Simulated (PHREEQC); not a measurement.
2.2 g of hydrous ferric oxide (600 m²/g; 0.2 weak and 0.005 strong sites per Fe, Dzombak-Morel constants, diffuse double layer) in 1 kg of water with 0.001 mol/kgw of an inert sodium salt and 3.6e-05 mol/kgw Na2SO4, at 25 °C; the pH is set by adding NaOH or the inert anion's acid. Oxygen alone is held at its pressure in air (log pO2 = -0.68). The system is closed to CO2. Nothing may precipitate in this run.

Equilibrium calculation in PHREEQC: ion-association model, wateq4f.dat.

```
pH     S sorbed (%)  surface charge σ (C/m²)  surface potential ψ (mV)
-----  ------------  -----------------------  ------------------------
4             100.0                    0.141                       203
4.67          100.0                    0.078                (withheld)
5.33          100.0                    0.041                       151
6        (withheld)                    0.020                       117
6.67           92.2               (withheld)                        81
7.33           40.6               (withheld)                        44
8.67            0.2                   -0.003                       -32
9.33            0.0                   -0.007                       -70
10              0.0                   -0.017                      -107
10.67           0.0                   -0.038                      -140
11.33           0.0               (withheld)                (withheld)
12              0.0                   -0.206                      -175
```

Problem. What belongs in the gaps?

Solution. 
- 4.67, surface potential ψ (mV): 180
- 6, S sorbed (%): 99.5
- 6.67, surface charge σ (C/m²): 0.009
- 7.33, surface charge σ (C/m²): 0.004
- 11.33, surface charge σ (C/m²): -0.091
- 11.33, surface potential ψ (mV): -164
